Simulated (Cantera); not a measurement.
## Silicon epitaxy and polysilicon growth: SiH₂Cl₂ + Cl₂ + N₂

A closed system holds: 1 mol SiH₂Cl₂, 0.53 mol Cl₂, 13 mol N₂.

Equilibrium computed with Cantera from the NASA thermochemical tables; the gas is ideal and each condensed phase is pure. Candidate condensed phases: NH₄Cl, Si, Si₃N₄; 28 gas species. N₂ is the only nitrogen source here; it is nearly inert below about 1500 K, so the nitride shown seldom forms there in practice. The tables' values for SiCl₃ are old estimates. Equilibrium is a limit: real reactors are often held back by kinetics, nucleation or transport.

**Question.** Map the stable condensed phases over T = 923, 973, 1023, 1073, 1123, 1173, 1223, 1273, 1323, 1373, 1423, 1473, 1523, 1573 K and P in Pa = 100, 230, 540, 1300, 2900, 6800, 16000, 37000, 86000, 200000.

**Answer.** 
```
T in K \ P in Pa
            100    230    540   1300   2900   6800  16000  37000  86000 200000
   1573       A      A      B      B      B      B      B      B      B      B
   1523       A      B      B      B      B      B      B      B      B      B
   1473       B      B      B      B      B      B      B      B      B      B
   1423       B      B      B      B      B      B      B      B      B      B
   1373       B      B      B      B      B      B      B      B      B      B
   1323       B      B      B      B      B      B      B      B      B      B
   1273       B      B      B      B      B      B      B      B      B      B
   1223       B      B      B      B      B      B      B      B      B      B
   1173       B      B      B      B      B      B      B      B      B      B
   1123       B      B      B      B      B      B      B      B      B      B
   1073       B      B      B      B      B      B      B      B      B      B
   1023       B      B      B      B      B      B      B      B      B      B
    973       B      B      B      B      B      B      B      B      B      B
    923       B      B      B      B      B      B      B      B      B      B
```
A: gas only; B: Si₃N₄.
